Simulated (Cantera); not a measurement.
What does this Cantera script print?

```python
import numpy as np
import cantera as ct

gas_names = [...]  # 92 gases of nasa_gas.yaml made of C, H, N
cond_names = """
    C(gr) C6H6(L) C7H8(L) C8H18(L),n-octa
""".split()


# ... load() reads the species with a 1 bar reference pressure and builds the phases ...
atoms = {
    'CH4': {'C': 1, 'H': 4},
    'NH3': {'N': 1, 'H': 3},
}
top_T = {'C(gr)': 4500}  # K; cautious upper limits of use, not melting points


# ... equilibrate(T, P, feed) seeds the gas with the atoms and calls Mixture.equilibrate('TP', solver="vcs", rtol=1e-11, max_steps=5000) ...
results = []
feed = {'CH4': 1, 'NH3': 0.061}  # mol
T = 2398  # K
P = 550  # Pa
mix = equilibrate(T, P, feed)
results.append((T, P, feed, dict(zip(mix.species_names, mix.species_moles))))
x = sorted(zip(gas.X, gas.species_names), reverse=True)
print(f"T = {T:g} K  P = {P:g} Pa  gas = {mix.phase_moles(0):.4g} mol")
print("   x: " + "  ".join(f"{s} {v:.3e}" for v, s in x if v > 1e-06))
print("   condensed (mol): " + ("  ".join(f"{mix.phase(i).name} {mix.phase_moles(i):.4g}"
      for i in range(1, mix.n_phases) if mix.phase_moles(i) > 1e-12) or "none"))
```

Output:

```
T = 2398 K  P = 550 Pa  gas = 2.343 mol
   x: H2 7.899e-01  H 1.888e-01  N2 1.029e-02  C2H2,acetylene 5.456e-03  HCN 4.892e-03  HNC 5.068e-04  C2H 7.470e-05  CN 5.824e-05  C3 1.724e-05  C4H2 1.551e-05  C 7.011e-06  C2H2,vinylidene 2.966e-06  CH3 2.692e-06  C2 1.558e-06  CH2 1.290e-06
   condensed (mol): C(gr) 0.961
```

Cantera equilibrium calculation (NASA polynomials, part measured and part estimated; ideal gas, pure solids and liquids).
